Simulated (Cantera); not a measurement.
**Adiabatic ignition**

An adiabatic, constant-pressure homogeneous reactor starts with CO : H₂ : CH₄ : O₂ : N₂ : H₂O = 1 : 0.42 : 0.089 : 2.69 : 10.1 : 0.99 (molar parts), equivalence ratio 0.33, at 1525 K and 9.87 atm.

Computed with Cantera and GRI-Mech 3.0 (53 species, 325 reactions).

```
t (s)     T (K)      x CO      x H₂    x CH₄    x C₂H₂   x H₂O₂
--------  -----  --------  --------  -------  --------  -------
1.00e-6    1525    0.0654    0.0275  0.00582    <1e-12  2.00e-8
2.68e-6    1526    0.0654    0.0272  0.00575  7.30e-12  1.38e-6
7.20e-6    1875    0.0513   0.00172  7.76e-7  3.30e-11  2.13e-6
1.93e-5    2234   0.00619  0.000672   <1e-12    <1e-12  6.57e-7
5.18e-5    2292  0.000943  0.000209   <1e-12    <1e-12  5.14e-7
0.000139   2294  0.000752  0.000195   <1e-12    <1e-12  5.15e-7
0.000373   2294  0.000751  0.000195   <1e-12    <1e-12  5.15e-7
0.00100    2294  0.000749  0.000194   <1e-12    <1e-12  5.14e-7
0.00268    2293  0.000745  0.000193   <1e-12    <1e-12  5.12e-7
0.00720    2290  0.000735  0.000191   <1e-12    <1e-12  5.08e-7
0.0193     2284  0.000713  0.000186   <1e-12    <1e-12  4.98e-7
0.0518     2277  0.000685  0.000179   <1e-12    <1e-12  4.85e-7
0.139      2273  0.000673  0.000176   <1e-12    <1e-12  4.79e-7
0.373      2273  0.000672  0.000176   <1e-12    <1e-12  4.79e-7
1.00       2273  0.000672  0.000176   <1e-12    <1e-12  4.79e-7
```
x: mole fraction; the columns are a selection and need not sum to one.

| Quantity | Value |
|---|---|
| time of steepest temperature rise | 5.45 µs |
| temperature at 1.00 s | 2273 K |
| equilibrium temperature | 2273 K |
| x(CO) at 1.00 s | 0.000672 (gas-phase equilibrium 0.000672) |
| x(H₂) at 1.00 s | 0.000176 (gas-phase equilibrium 0.000176) |
| x(CH₄) at 1.00 s | <1e-12 (gas-phase equilibrium <1e-12) |
